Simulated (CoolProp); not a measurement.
Vapour pressure (bar) of n-heptane: the reference equation beside estimates from Tc = 541.2 K, pc = 27.74 bar, ω = 0.349. Clausius-Clapeyron is anchored at 451 K with a constant enthalpy of vaporisation of 24.76 kJ/mol.

The numbers come from the reference Helmholtz-energy equation of state, Span 2003 in CoolProp. It is a short technical equation, of lower accuracy than the large ones.

| T (K) | reference | Clausius-Clapeyron | Soave-Redlich-Kwong |
|---|---|---|---|
| 417 | 3.259 | 3.838 | 3.272 |
| 423.8 | 3.788 | 4.304 | 3.809 |
| 430.6 | 4.379 | 4.809 | 4.411 |
| 437.4 | 5.037 | 5.354 | 5.083 |
| 444.2 | 5.767 | 5.943 | 5.828 |
| 451 | 6.574 | 6.574 | 6.653 |
| 457.8 | 7.464 | 7.252 | 7.562 |
| 464.6 | 8.442 | 7.976 | 8.561 |
| 471.4 | 9.513 | 8.749 | 9.655 |
| 478.2 | 10.68 | 9.571 | 10.85 |
| 484.9 | 11.94 | 10.43 | 12.13 |
| 491.7 | 13.33 | 11.36 | 13.54 |
| 498.5 | 14.84 | 12.33 | 15.07 |
| 505.3 | 16.48 | 13.37 | 16.72 |
| 512.1 | 18.26 | 14.45 | 18.50 |

Absolute difference from the reference over all 15 rows, mean and median: Clausius-Clapeyron 10.8 and 10.4 %, Soave-Redlich-Kwong 1.2 and 1.3 %.
